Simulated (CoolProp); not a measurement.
Saturation properties of octamethylcyclotetrasiloxane (D4).

The numbers come from the reference Helmholtz-energy equation of state, Thol 2015 in CoolProp.

```tsv
T (K)	p (MPa)	liquid density (kg/m³)	vapour density (kg/m³)	enthalpy of vaporisation (kJ/kg)	liquid cp (kJ/(kg K))	surface tension (mN/m)
458.2	0.1276	752.1	10.93	127.1	2.021	6.78
469.8	0.1673	735.0	14.29	122.3	2.052	6.05
481.4	0.2160	717.1	18.48	117.2	2.084	5.33
493	0.2748	698.3	23.67	111.7	2.119	4.63
504.5	0.3446	678.5	30.04	106.0	2.157	3.95
516.1	0.4280	657.0	38.04	99.73	2.200	3.29
527.7	0.5262	633.7	48.09	92.85	2.250	2.64
539.3	0.6412	607.6	60.96	85.12	2.314	2.03
550.9	0.7752	577.7	77.92	76.19	2.404	1.44
562.5	0.9313	541.5	101.6	65.32	2.559	0.897
574.1	1.114	492.3	138.6	50.65	2.962	0.404
```

It boils at 448.9 K under 1 atm.

Surface tension comes from a separate correlation (Mulero 2014), older than this fluid's equation and unchecked against measurements.
